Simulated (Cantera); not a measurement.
Charge: 1 mol Si, 0.0041 mol H2O, 990 mol H2, held at 1300 K and 0.780 Pa.

These are equilibrium values from Cantera (NASA tables, ideal gas, pure condensed phases), not measurements of a reactor. Candidate condensed phases: H2O, Si, SiO2; 18 gas species. Kinetics and transport are ignored.

Base state: H2 1.000, H 0.000396 (mole fractions); condensed: Si(s).

Task: What changes in the equilibrium state with this change: temperature from 1300 K to 1598.15 K?

Result: 
| species | before | after |
|---|---|---|
| H2 | 1.000 | 0.980 |
| H | 0.000396 | 0.0189 |
| Si | 5.55e-6 | 0.000989 |
| Si(s), mol | 0.990 | 0 |
